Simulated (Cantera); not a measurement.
## Catalytic stagnation flow on Pt

A jet of CH₄ : O₂ : N₂ = 0.011 : 0.19 : 0.79 (molar parts) at 300 K and 15.8 Torr hits a platinum plate 8.2 cm away at a mass flux of 0.035 kg/m²/s; the plate temperature is set and raised in steps from an oxygen-covered start.

Detailed kinetics in Cantera: Deutschmann's 1995 Pt surface mechanism with GRI-Mech 3.0 gas chemistry. Catalytic surfaces can have several steady states; this one follows from the mechanism file's or the stated starting coverage.

```tsv
plate T (K)	wall x CH₄	wall x O₂	wall x H₂O	wall x OH	wall x CO	wall x CO₂	θ free Pt	θ O*
900	0.00841	0.186	0.00502	2.69e-8	3.58e-6	0.00329	0.246	0.754
950	0.00713	0.183	0.00738	8.97e-8	4.20e-6	0.00484	0.317	0.682
1000	0.00595	0.181	0.00954	2.53e-7	4.77e-6	0.00627	0.389	0.610
1050	0.00497	0.179	0.0113	6.27e-7	5.34e-6	0.00746	0.460	0.539
1100	0.00419	0.177	0.0127	1.40e-6	5.98e-6	0.00839	0.528	0.471
1150	0.00359	0.176	0.0138	2.84e-6	6.78e-6	0.00910	0.593	0.407
```
x: mole fraction at the wall; θ: surface coverage.
